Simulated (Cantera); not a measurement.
Charge: 1 mol C₃H₆, 0.04 mol H₂O, 8.6 mol N₂, at 6.50 mbar.

Method: chemical equilibrium by Gibbs-energy minimisation in Cantera with the NASA 1993 tables (ideal gas, pure condensed phases). Candidate condensed phases: C, C₆H₆, C₇H₈, C₈H₁₈, H₂O; 136 gas species. The numbers say what is thermodynamically allowed, not how fast it happens.

Q: At 775 K, list the 5 most abundant gas species with their mole fractions, and the condensed phases.

A: N₂ 0.737, H₂ 0.259, CO 0.00316, CH₄ 0.000889, H₂O 0.000240. Condensed: C(graphite).
